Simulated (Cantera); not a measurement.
Si2Cl6 + HCl + H2 (silicon epitaxy and polysilicon growth)

Feed: 1 mol Si2Cl6, 1.3 mol HCl, 21 mol H2, equilibrated at 10.0 mbar.

These are equilibrium values from Cantera (NASA tables, ideal gas, pure condensed phases), not measurements of a reactor. Candidate condensed phases: Si; 19 gas species. The feed counts by its element totals alone. The tables' values for SiCl3, SiCl are old estimates; treat these amounts as uncertain. Gases not in the tables: Si2H6 and higher silanes. Equilibrium is a limit: real reactors are often held back by kinetics, nucleation or transport.

From 1102 °C to 1402 °C the condensed part is Si(s). At 1427 °C the condensed part is Si(l). The main Si-bearing gas is SiCl2 throughout. The share of Si in condensed phases is highest at 1102 °C (8.1 %) and lowest at 1402 °C (0.5 %).

```
T (°C)   x H2  x HCl  x SiCl2   x SiCl3   x SiCl4       x H  x SiHCl3  n Si(s)  n Si(l)
------  -----  -----  -------  --------  --------  --------  --------  -------  -------
1102    0.794  0.133   0.0640   0.00573   0.00236   3.05e-5  0.000900    0.163        0
1127    0.793  0.134   0.0665   0.00496   0.00157   4.33e-5  0.000661    0.143        0
1152    0.792  0.134   0.0685   0.00428   0.00105   6.07e-5  0.000485    0.126        0
1177    0.791  0.134   0.0701   0.00368  0.000704   8.41e-5  0.000358    0.110        0
1202    0.790  0.134   0.0715   0.00316  0.000475  0.000115  0.000265   0.0961        0
1227    0.790  0.134   0.0726   0.00272  0.000324  0.000156  0.000198   0.0831        0
1252    0.790  0.133   0.0736   0.00235  0.000222  0.000210  0.000149   0.0710        0
1277    0.790  0.133   0.0744   0.00203  0.000154  0.000280  0.000113   0.0596        0
1302    0.790  0.132   0.0752   0.00176  0.000108  0.000369   8.61e-5   0.0488        0
1327    0.790  0.132   0.0758   0.00153   7.65e-5  0.000483   6.62e-5   0.0386        0
1352    0.790  0.131   0.0764   0.00134   5.47e-5  0.000627   5.13e-5   0.0287        0
1377    0.790  0.131   0.0769   0.00118   3.95e-5  0.000807   4.00e-5   0.0191        0
1402    0.790  0.130   0.0774   0.00103   2.87e-5   0.00103   3.15e-5  0.00965        0
1427    0.789  0.131   0.0773  0.000914   2.13e-5   0.00131   2.49e-5        0   0.0122
```
x: gas mole fraction; n: condensed amount in mol.
